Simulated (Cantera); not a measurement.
Input (Python, Cantera):

```python
import numpy as np
import cantera as ct

gas = ct.Solution("gri30.yaml")


def delay(T, t_max=10):
    gas.TPX = T, 810000, {'CH4': 1, 'O2': 0.909, 'N2': 4.45}
    reactor = ct.IdealGasReactor(gas, clone=False)
    net = ct.ReactorNet([reactor])
    net.rtol, net.atol = 1e-8, 1e-16
    while net.time < t_max:
        t_old, T_old = net.time, reactor.T
        net.step()
        if reactor.T > T + 400:  # ignition: a rise of 400 K
            return t_old + (T + 400 - T_old) / (reactor.T - T_old) * (net.time - t_old)
    return np.nan


taus = []
for T in [1250, 1325, 1400, 1475, 1550, 1625, 1700, 1775]:
    taus.append(delay(T))
    print(f"T0 = {T:6g} K   tau = {taus[-1]:.4e} s")
```

Result:

```
T0 =   1250 K   tau = 5.9014e-03 s
T0 =   1325 K   tau = 2.4612e-03 s
T0 =   1400 K   tau = 1.0763e-03 s
T0 =   1475 K   tau = 4.8856e-04 s
T0 =   1550 K   tau = 2.2948e-04 s
T0 =   1625 K   tau = 1.1196e-04 s
T0 =   1700 K   tau = 5.7208e-05 s
T0 =   1775 K   tau = 3.0862e-05 s
```

Detailed kinetics in Cantera: GRI-Mech 3.0 (53 species, 325 reactions).
